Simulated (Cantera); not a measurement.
Source: NASA polynomial tables (part measured, part estimated), evaluated in Cantera. Values are per mole of reaction as written; species without (g) are pure solids or liquids, kept so even where they would boil at 1 bar. TaC: taken at fixed stoichiometry.

### Question
Between 1098 and 1598 K, where is each reaction favourable under standard conditions?
- 3 H2(g) + 2 TaC ⇌ C2H6(g) + 2 Ta

### Answer
- 3 H2(g) + 2 TaC ⇌ C2H6(g) + 2 Ta: ΔG° is 414 kJ at 1098 K and 522 kJ at 1598 K; it stays positive (K < 1). ΔH° is 175 kJ and ΔS° -217 J/K at 1598 K.
